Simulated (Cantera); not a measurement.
# Catalytic combustion on Pt

An isothermal plug-flow reactor at 898 K and 0.480 bar (inlet), inlet velocity 0.13 m/s, active area per volume 620 1/m; feed 0.492 % CH4, 13.1 % O2, 86.4 % N2, equivalence ratio 0.075.

Model: Deutschmann's 1995 Pt surface mechanism with GRI-Mech 3.0 gas chemistry, integrated in Cantera. Catalytic surfaces can have several steady states; this one follows from the mechanism file's or the stated starting coverage. Mass transfer to the wall is taken as infinitely fast.

```csv
z (m),x CH4,x O2,x H2O,x CO2,x CO,θ free Pt,θ O*,θ OH*
0.00016,0.00485,0.131,0.000147,7.21e-5,1.39e-6,0.117,0.883,0.000193
0.00029,0.00479,0.131,0.000265,0.000131,1.41e-6,0.117,0.883,0.000252
0.00051,0.00469,0.131,0.000461,0.000229,1.39e-6,0.117,0.882,0.000327
0.00091,0.00452,0.130,0.000808,0.000403,1.33e-6,0.117,0.882,0.000429
0.0016,0.00423,0.130,0.00138,0.000687,1.25e-6,0.117,0.882,0.000557
0.0029,0.00374,0.129,0.00236,0.00118,1.11e-6,0.117,0.882,0.000726
0.0051,0.00304,0.127,0.00377,0.00188,8.99e-7,0.118,0.881,0.000917
0.0091,0.00207,0.126,0.00570,0.00285,6.14e-7,0.118,0.881,0.00113
0.016,0.00106,0.124,0.00771,0.00385,3.16e-7,0.119,0.880,0.00131
```
x: gas mole fraction; θ: surface coverage.
